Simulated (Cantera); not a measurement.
## H2O (abatement and gas-phase synthesis)

Charge: 1 mol H2O, at 3300 °C and 0.950 bar.

Equilibrium computed with Cantera from the NASA thermochemical tables; the gas is ideal and each condensed phase is pure. Candidate condensed phases: H2O; 9 gas species. The numbers say what is thermodynamically allowed, not how fast it happens.

```yaml
x(H): 0.300
x(H2O): 0.179
x(H2): 0.177
x(OH): 0.146
x(O): 0.143
x(O2): 0.0555
x(HO2): 4.98e-5
x(H2O2): 1.51e-6
gas_amount: 1.727 mol
```
